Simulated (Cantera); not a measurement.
Cantera run, input and output.

```python
import numpy as np
import cantera as ct

surf = ct.Interface("ptcombust.yaml", "Pt_surf")
gas = surf.adjacent["gas"]
gas.TPX = 625, 240000, {'H2': 0.024, 'O2': 0.2, 'N2': 0.79}
surf.TP = 625, 240000
reactor = ct.FlowReactor(gas, clone=False)
reactor.area = 0.0001  # m2
reactor.surface_area_to_volume_ratio = 1300  # 1/m
reactor.mass_flow_rate = 0.08 * reactor.area * gas.density  # inlet velocity 0.08 m/s
reactor.energy_enabled = False
wall = ct.ReactorSurface(surf, reactor, clone=False)
net = ct.ReactorNet([reactor])
net.rtol, net.atol = 1e-8, 1e-16
show, cover = ['H2', 'O2', 'H2O'], ['PT(S)', 'H(S)', 'O(S)', 'OH(S)', 'CO(S)', 'C(S)']

rows = []
print(f"{'z/m':>9s}{'u/(m/s)':>9s}" + "".join(f"{s:>13s}" for s in show + cover))
for z in [7.7e-05, 0.00017, 0.00036, 0.00077, 0.0017, 0.0036, 0.0077]:
    net.advance(z)
    rows.append([reactor.speed, *gas[show].X, *surf[cover].coverages])
    print(f"{z:9.4g}{rows[-1][0]:9.3g}" + "".join(f"{x:13.4e}" for x in rows[-1][1:]))
```

Result:

```
      z/m  u/(m/s)           H2           O2          H2O        PT(S)         H(S)         O(S)        OH(S)        CO(S)         C(S)
  7.7e-05   0.0792   2.6490e-03   1.8870e-01   2.1271e-02   2.3613e-02   7.3229e-09   9.6429e-01   1.2068e-02   8.6119e-25   2.6131e-28
  0.00017   0.0791   1.2672e-03   1.8814e-01   2.2670e-02   1.1359e-02   1.7983e-09   9.8002e-01   8.5998e-03  -1.8822e-26  -5.7174e-30
  0.00036   0.0791   6.1035e-04   1.8787e-01   2.3334e-02   5.5455e-03   4.6575e-10   9.8836e-01   6.0879e-03  -1.9291e-26   2.6358e-29
  0.00077   0.0791   2.8316e-04   1.8774e-01   2.3666e-02   2.7186e-03   1.2246e-10   9.9299e-01   4.2912e-03   6.9766e-27   1.3678e-31
   0.0017   0.0791   1.1830e-04   1.8767e-01   2.3832e-02   1.4219e-03   3.4683e-11   9.9546e-01   3.1141e-03  -3.4549e-26  -1.0777e-29
   0.0036   0.0791   4.1583e-05   1.8764e-01   2.3910e-02   9.3298e-04   1.3661e-11   9.9654e-01   2.5264e-03   3.5035e-27   1.1627e-31
   0.0077   0.0791   7.8592e-06   1.8763e-01   2.3944e-02   7.6124e-04   7.9390e-12   9.9695e-01   2.2836e-03   6.8485e-29   2.0755e-32
```

Cantera simulation using Deutschmann's 1995 Pt surface mechanism with GRI-Mech 3.0 gas chemistry; the numbers are that mechanism's predictions, not measurements. Catalytic surfaces can have several steady states; this one follows from the mechanism file's or the stated starting coverage. Mass transfer to the wall is taken as infinitely fast.
